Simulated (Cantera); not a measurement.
A jet of 3.26 % CH₄, 16.3 % O₂, 80.4 % N₂, equivalence ratio 0.40 at 300 K and 17000 Pa hits a platinum plate 8.3 cm away at a mass flux of 0.054 kg/m²/s; the plate temperature is set and raised in steps from an oxygen-covered start.

Model: Deutschmann's 1995 Pt surface mechanism with GRI-Mech 3.0 gas chemistry, integrated in Cantera. Catalytic surfaces can have several steady states; this one follows from the mechanism file's or the stated starting coverage.

x: mole fraction at the wall; θ: surface coverage.

```csv
plate T (K),wall x CH₄,wall x O₂,wall x H₂O,wall x OH,wall x CO,wall x CO₂,θ free Pt,θ O*,θ OH*
950,0.0122,0.119,0.0379,8.71e-8,5.78e-6,0.0250,0.224,0.774,0.00181
1000,0.00831,0.111,0.0450,2.34e-7,5.29e-6,0.0298,0.290,0.708,0.00179
1050,0.00586,0.106,0.0494,5.58e-7,4.92e-6,0.0328,0.357,0.641,0.00167
1100,0.00431,0.103,0.0521,1.21e-6,4.74e-6,0.0345,0.422,0.576,___
1150,0.00297,0.101,0.0540,2.50e-6,6.70e-6,0.0354,0.486,0.513,___
1200,0.00204,0.0990,0.0557,4.70e-6,8.67e-6,0.0364,0.546,0.453,___
1250,0.00122,0.0971,0.0576,8.38e-6,1.14e-5,0.0374,0.603,0.396,___
1300,2.35e-7,0.0947,0.0625,1.65e-5,3.11e-6,0.0375,0.657,0.342,___
```

Question: Complete the blanks.

Answer: 
- 1100, θ OH*: 0.00152
- 1150, θ OH*: 0.00136
- 1200, θ OH*: 0.00121
- 1250, θ OH*: 0.00107
- 1300, θ OH*: 0.000969
